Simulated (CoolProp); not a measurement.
Vapour-liquid equilibrium of m-xylene (1) + n-nonane (2) at 206 kPa; x and y are mole fractions of (1).

Values from CoolProp's multi-fluid Helmholtz-energy mixture model, Zhou 2012 and Lemmon 2006; pair parameters Bell 2016.

Give the bubble temperature and the first vapour's composition at x = 0.2, 0.425, 0.875. Is there an azeotrope?

x = 0.2: 447.9 K, y = 0.272; x = 0.425: 444.2 K, y = 0.500; x = 0.875: 440.9 K, y = 0.881. No azeotrope shows between x = 0.05 and 0.95.

The pair parameters rest on a limited set of measurements; away from them the model extrapolates.
